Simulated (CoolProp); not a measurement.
Vapour-liquid equilibrium of isopentane (1) + R365MFC (2) at 359.4 K; x and y are mole fractions of (1).

Computed with CoolProp (multi-fluid Helmholtz-energy mixture model, Lemmon 2006 and Lemmon 2016; pair parameters Bell 2016).

```json
[
 {"x": "0.05", "bubble pressure, mixture model (MPa)": "0.4626", "bubble pressure, Raoult's law (MPa)": "0.4214", "y, mixture model": "0.132", "y, Raoult's law": "0.063"},
 {"x": "0.15", "bubble pressure, mixture model (MPa)": "0.5348", "bubble pressure, Raoult's law (MPa)": "0.4329", "y, mixture model": "___", "y, Raoult's law": "0.184"},
 {"x": "0.25", "bubble pressure, mixture model (MPa)": "0.5836", "bubble pressure, Raoult's law (MPa)": "0.4444", "y, mixture model": "0.408", "y, Raoult's law": "0.299"},
 {"x": "0.35", "bubble pressure, mixture model (MPa)": "0.6148", "bubble pressure, Raoult's law (MPa)": "0.4559", "y, mixture model": "0.481", "y, Raoult's law": "0.407"},
 {"x": "0.45", "bubble pressure, mixture model (MPa)": "0.6336", "bubble pressure, Raoult's law (MPa)": "0.4674", "y, mixture model": "___", "y, Raoult's law": "0.511"},
 {"x": "0.55", "bubble pressure, mixture model (MPa)": "0.6432", "bubble pressure, Raoult's law (MPa)": "0.4789", "y, mixture model": "___", "y, Raoult's law": "0.609"},
 {"x": "0.65", "bubble pressure, mixture model (MPa)": "0.6448", "bubble pressure, Raoult's law (MPa)": "0.4904", "y, mixture model": "___", "y, Raoult's law": "0.703"},
 {"x": "0.75", "bubble pressure, mixture model (MPa)": "0.6373", "bubble pressure, Raoult's law (MPa)": "0.5019", "y, mixture model": "0.693", "y, Raoult's law": "0.793"},
 {"x": "0.85", "bubble pressure, mixture model (MPa)": "___", "bubble pressure, Raoult's law (MPa)": "0.5134", "y, mixture model": "0.772", "y, Raoult's law": "0.879"},
 {"x": "0.95", "bubble pressure, mixture model (MPa)": "0.5692", "bubble pressure, Raoult's law (MPa)": "0.5249", "y, mixture model": "0.899", "y, Raoult's law": "0.960"}
]
```

**Question.** Some entries are withheld; supply them.

**Answer.** 
- 0.15, y, mixture model: 0.302
- 0.45, y, mixture model: 0.537
- 0.55, y, mixture model: 0.587
- 0.65, y, mixture model: 0.636
- 0.85, bubble pressure, mixture model (MPa): 0.6157

The largest gap from Raoult's law is +35.6 % in bubble pressure, at x = 0.45. y crosses x between x = 0.55 and 0.65: the model has an azeotrope there.

Pair parameters are fitted to limited data, so mixtures are less certain than the pure fluids.
